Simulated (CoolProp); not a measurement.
A Linde-Hampson liquefier for ethylene: isothermal reversible compression at 300 K from 1 atm to 5 MPa, throttling to 1 atm, return gas leaving the recuperator 10 K below the feed. Each further row changes one setting.

Values from CoolProp's reference Helmholtz-energy equation of state, Smukala 2000.

```
case                        liquid yield per pass  compression work (kJ/kg of gas)
--------------------------  ---------------------  -------------------------------
as stated                                   0.142                              320
high pressure 10 MPa                        0.420                              346
warm-end temperature 330 K                  0.086                              361
warm-end gap 15 K                           0.132                              320
```
